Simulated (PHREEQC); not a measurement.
Consider water at 25 °C with 0.014 mol Al2(SO4)3, 0.001 mol CuCl2, 3e-05 mol HCl and 0.18 mol NaCl per kg of water. Closed to the air; pH follows from the charge balance.

Equilibrium calculation in PHREEQC: ion-association model, phreeqc.dat.

### Question
The ionic strength comes out as 0.261 mol/kgw. What activity coefficients do H+, SO4-2, Al(OH)2+, HSO4-, CuCl+ get?

### Answer
H+ 0.79, SO4-2 0.26, Al(OH)2+ 0.73, HSO4- 0.74, CuCl+ 0.70.

This is a speciation only: nothing precipitates in the calculation. Saturation is exceeded, for instance for Gibbsite (slow to form); the values hold only as long as no solid forms.
